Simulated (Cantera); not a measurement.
Input (Python, Cantera) and output of one run.

```python
import numpy as np
import cantera as ct

gas_names = """
    B BCL BCL2 BCL3 BH BH2 BH3 BO BOCL BO2 B2 B2O B2O2 B2O3 B3O3CL3 B3O3H3 CL CLO CL2 H HBO HBO2 HCL
    HOCL HO2 H2 H2O H2O2 H3B3O6 O OH O2 O3
""".split()
cond_names = """
    B(b) B(L) B2O3(L) B3O3H3(cr) H2O(s) H2O(L)
""".split()


# ... load() reads the species with a 1 bar reference pressure and builds the phases ...
atoms = {
    'BCl3': {'B': 1, 'CL': 3},
    'H2O': {'H': 2, 'O': 1},
    'H2': {'H': 2},
    'O2': {'O': 2},
}
top_T = {}  # K; cautious upper limits of use, not melting points


# ... equilibrate(T, P, feed) seeds the gas with the atoms and calls Mixture.equilibrate('TP', solver="vcs", rtol=1e-11, max_steps=5000) ...
results = []
feed = {'BCl3': 1, 'H2O': 7.2, 'H2': 4.5, 'O2': 2.4}  # mol
P = 1333.22  # Pa
for T in [1273, 1323, 1373, 1423, 1473, 1523, 1573, 1623, 1673, 1723, 1773, 1823, 1873]:
    mix = equilibrate(T, P, feed)
    results.append((T, P, feed, dict(zip(mix.species_names, mix.species_moles))))
    x = sorted(zip(gas.X, gas.species_names), reverse=True)
    print(f"T = {T:g} K  P = {P:g} Pa  gas = {mix.phase_moles(0):.4g} mol")
    print("   x: " + "  ".join(f"{s} {v:.3e}" for v, s in x if v > 0.001))
    print("   condensed (mol): " + ("  ".join(f"{mix.phase(i).name} {mix.phase_moles(i):.4g}"
          for i in range(1, mix.n_phases) if mix.phase_moles(i) > 1e-12) or "none"))
```

Result:

```
T = 1273 K  P = 1333.22 Pa  gas = 13.46 mol
   x: H2O 7.489e-01  HCL 2.221e-01  HBO2 1.656e-02  O2 1.095e-02
   condensed (mol): B2O3(L) 0.3749
T = 1323 K  P = 1333.22 Pa  gas = 13.55 mol
   x: H2O 7.372e-01  HCL 2.204e-01  HBO2 3.002e-02  O2 1.081e-02
   condensed (mol): B2O3(L) 0.2848
T = 1373 K  P = 1333.22 Pa  gas = 13.71 mol
   x: H2O 7.182e-01  HCL 2.176e-01  HBO2 5.169e-02  O2 1.060e-02  CL 1.229e-03
   condensed (mol): B2O3(L) 0.1348
T = 1423 K  P = 1333.22 Pa  gas = 13.85 mol
   x: H2O 7.013e-01  HCL 2.149e-01  HBO2 7.108e-02  O2 1.038e-02  CL 1.641e-03
   condensed (mol): none
T = 1473 K  P = 1333.22 Pa  gas = 13.86 mol
   x: H2O 7.012e-01  HCL 2.143e-01  HBO2 7.148e-02  O2 1.025e-02  CL 2.147e-03
   condensed (mol): none
T = 1523 K  P = 1333.22 Pa  gas = 13.86 mol
   x: H2O 7.012e-01  HCL 2.136e-01  HBO2 7.148e-02  O2 1.010e-02  CL 2.758e-03
   condensed (mol): none
T = 1573 K  P = 1333.22 Pa  gas = 13.87 mol
   x: H2O 7.011e-01  HCL 2.128e-01  HBO2 7.137e-02  O2 9.933e-03  CL 3.482e-03
   condensed (mol): none
T = 1623 K  P = 1333.22 Pa  gas = 13.87 mol
   x: H2O 7.010e-01  HCL 2.119e-01  HBO2 7.123e-02  O2 9.769e-03  CL 4.331e-03
   condensed (mol): none
T = 1673 K  P = 1333.22 Pa  gas = 13.88 mol
   x: H2O 7.006e-01  HCL 2.108e-01  HBO2 7.106e-02  O2 9.625e-03  CL 5.314e-03  OH 1.088e-03
   condensed (mol): none
T = 1723 K  P = 1333.22 Pa  gas = 13.89 mol
   x: H2O 6.998e-01  HCL 2.095e-01  HBO2 7.086e-02  O2 9.534e-03  CL 6.446e-03  H2 1.580e-03  OH 1.524e-03
   condensed (mol): none
T = 1773 K  P = 1333.22 Pa  gas = 13.9 mol
   x: H2O 6.985e-01  HCL 2.079e-01  HBO2 7.061e-02  O2 9.539e-03  CL 7.745e-03  H2 2.584e-03  OH 2.098e-03
   condensed (mol): none
T = 1823 K  P = 1333.22 Pa  gas = 13.93 mol
   x: H2O 6.964e-01  HCL 2.061e-01  HBO2 7.031e-02  O2 9.692e-03  CL 9.240e-03  H2 4.078e-03  OH 2.848e-03
   condensed (mol): none
T = 1873 K  P = 1333.22 Pa  gas = 13.95 mol
   x: H2O 6.933e-01  HCL 2.040e-01  HBO2 6.994e-02  CL 1.096e-02  O2 1.004e-02  H2 6.205e-03  OH 3.819e-03
   condensed (mol): none
```

Method: chemical equilibrium by Gibbs-energy minimisation in Cantera with the NASA 1993 tables (ideal gas, pure condensed phases). The tables' values for BOCl are old estimates; treat these amounts as uncertain. Gases not in the tables: H3BO3.
